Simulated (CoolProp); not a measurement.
The numbers come from the reference Helmholtz-energy equation of state, Fiedler 2023 in CoolProp.

Q: Give the vapour pressure (MPa), liquid density (kg/m³), vapour density (kg/m³), enthalpy of vaporisation (kJ/kg) of saturated tetrahydrofuran at 386.6, 413.3, 466.8 K.

A: 
```tsv
T (K)	p (MPa)	liquid density (kg/m³)	vapour density (kg/m³)	enthalpy of vaporisation (kJ/kg)
386.6	0.381	778	9.24	378
413.3	0.691	742	16.4	353
466.8	1.83	659	44.6	289
```
